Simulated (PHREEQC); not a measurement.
A made-up water analysis in mg/kgw, 25 °C, pH 8.9, pe 8.1:

```json
[
 {"constituent": "Na", "mg/kgw": "10300"},
 {"constituent": "K", "mg/kgw": "1230"},
 {"constituent": "Ca", "mg/kgw": "12.9"},
 {"constituent": "Mg", "mg/kgw": "562"},
 {"constituent": "Cl", "mg/kgw": "14400"},
 {"constituent": "S(6) as SO4", "mg/kgw": "5740"},
 {"constituent": "Alkalinity as HCO3", "mg/kgw": "147"},
 {"constituent": "Cu(2)", "mg/kgw": "5.79"},
 {"constituent": "O(0) (dissolved oxygen)", "mg/kgw": "8.32"}
]
```

Valence states are taken as typed.

Computed with PHREEQC (ion-association model, wateq4f.dat).

```
Quantity                     Result
--------------------  -------------
ionic strength        0.548 mol/kgw
activity of water             0.984
charge-balance error         -0.2 %
```

```
species  molality  activity   log γ
-------  --------  --------  ------
Na+         0.432     0.306  -0.150
Cl-         0.406     0.259  -0.196
SO4-2      0.0357   0.00707  -0.703
K+         0.0301    0.0192  -0.196
Mg+2       0.0161   0.00468  -0.536
NaSO4-     0.0158    0.0108  -0.163
MgSO4     0.00683   0.00775   0.055
KSO4-     0.00139  0.000951  -0.163
HCO3-     0.00109  0.000745  -0.163
```

This is a speciation only: nothing precipitates in the calculation. Saturation is exceeded, for instance for Atacamite, Malachite; the values hold only as long as no solid forms. The database's constant for dissolved Cu(OH)2 is higher than later reviews accept.
